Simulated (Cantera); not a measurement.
Input: 1 mol FeS, 550 mol H2, 1.5 mol N2, equilibrated at 15.0 Pa.

Cantera equilibrium calculation (NASA polynomials, part measured and part estimated; ideal gas, pure solids and liquids). Candidate condensed phases: Fe, FeS, FeS2, S; 16 gas species. The numbers say what is thermodynamically allowed, not how fast it happens. All values below are at 1402 °C.

Base state: H2 0.985, H 0.00941, N2 0.00270, Fe 0.00180, SH 0.000512, S 0.000351, H2S 0.000351, S2 0.000293 (mole fractions); condensed: gas only.

Q: What changes in the equilibrium state with this change: pressure from 15.0 Pa to 13.3 mbar?

A: 
```tsv
species	before	after
H2	0.985	0.994
N2	0.00270	0.00272
H2S	0.000351	0.00146
H	0.00941	0.00100
Fe	0.00180	0.000311
S	0.000351	1.63e-5
S2	0.000293	5.59e-5
SH	0.000512	0.000225
Fe(δ), mol	0	0.828
```
